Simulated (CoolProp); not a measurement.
Values from CoolProp's reference Helmholtz-energy equation of state, Polt 1992. This equation is an older, rougher fit; its heat capacities, sound speeds and derivatives of the liquid may be far off and weren't checked against measurements.

Give the vapour pressure (bar), liquid density (kg/m³), enthalpy of vaporisation (kJ/kg), vapour Z of saturated cyclopropane at 12.05, 80.25 °C.


```csv
T (°C),p (bar),liquid density (kg/m³),enthalpy of vaporisation (kJ/kg),vapour Z
12.05,5.02,639,422,0.897
80.25,25.4,517,297,0.696
```
